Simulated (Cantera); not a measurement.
**Adiabatic ignition**

An adiabatic, constant-pressure homogeneous reactor starts with 6.75 % CH4, 3.85 % CO, 8.57 % O2, 78.3 % N2, 2.56 % H2O, equivalence ratio 1.8, at 1600 K and 7500 Torr.

Computed with Cantera and GRI-Mech 3.0 (53 species, 325 reactions).

| t (s) | T (K) | x CH4 | x CO | x O2 | x NO2 | x NO | x H2O | x CH2O |
|---|---|---|---|---|---|---|---|---|
| 5.00e-6 | 1600 | 0.0675 | 0.0385 | 0.0857 | <1e-12 | <1e-12 | 0.0256 | 2.15e-6 |
| 1.07e-5 | 1600 | 0.0674 | 0.0385 | 0.0857 | <1e-12 | <1e-12 | 0.0257 | 1.12e-5 |
| 2.27e-5 | 1600 | 0.0673 | 0.0384 | 0.0856 | <1e-12 | 1.06e-12 | 0.0257 | 5.27e-5 |
| 4.84e-5 | 1602 | 0.0668 | 0.0384 | 0.0853 | <1e-12 | 4.07e-12 | 0.0260 | 0.000194 |
| 0.000103 | 1609 | 0.0649 | 0.0386 | 0.0843 | <1e-12 | 1.86e-11 | 0.0272 | 0.000568 |
| 0.000220 | 1692 | 0.0479 | 0.0432 | 0.0720 | 4.34e-11 | 1.07e-9 | 0.0408 | 0.00140 |
| 0.000469 | 2311 | 2.74e-5 | 0.0760 | 1.52e-6 | 6.44e-10 | 6.75e-5 | 0.0986 | 2.69e-7 |
| 0.00100 | 2310 | 2.17e-8 | 0.0762 | 1.62e-6 | 9.13e-10 | 9.43e-5 | 0.0984 | 1.67e-8 |
| 0.00213 | 2310 | 9.42e-11 | 0.0762 | 1.63e-6 | 8.54e-10 | 8.81e-5 | 0.0984 | 1.65e-8 |
| 0.00454 | 2310 | 9.29e-11 | 0.0762 | 1.63e-6 | 7.12e-10 | 7.34e-5 | 0.0984 | 1.65e-8 |
| 0.00969 | 2311 | 9.20e-11 | 0.0762 | 1.63e-6 | 5.59e-10 | 5.76e-5 | 0.0984 | 1.65e-8 |
| 0.0206 | 2311 | 9.16e-11 | 0.0762 | 1.63e-6 | 4.57e-10 | 4.71e-5 | 0.0985 | 1.65e-8 |
| 0.0440 | 2311 | 9.14e-11 | 0.0762 | 1.64e-6 | 4.26e-10 | 4.39e-5 | 0.0985 | 1.65e-8 |
| 0.0938 | 2311 | 9.14e-11 | 0.0762 | 1.64e-6 | 4.24e-10 | 4.37e-5 | 0.0985 | 1.65e-8 |
| 0.200 | 2311 | 9.14e-11 | 0.0762 | 1.64e-6 | 4.24e-10 | 4.37e-5 | 0.0985 | 1.65e-8 |
x: mole fraction; the columns are a selection and need not sum to one.

| Item | Value |
|---|---|
| time of steepest temperature rise | 0.253 ms |
| temperature at 0.200 s | 2311 K |
| equilibrium temperature | 2311 K |
| x(CH4) at 0.200 s | 9.14e-11 (gas-phase equilibrium 1.02e-10) |
| x(CO) at 0.200 s | 0.0762 (gas-phase equilibrium 0.0762) |
| x(O2) at 0.200 s | 1.64e-6 (gas-phase equilibrium 1.64e-6) |
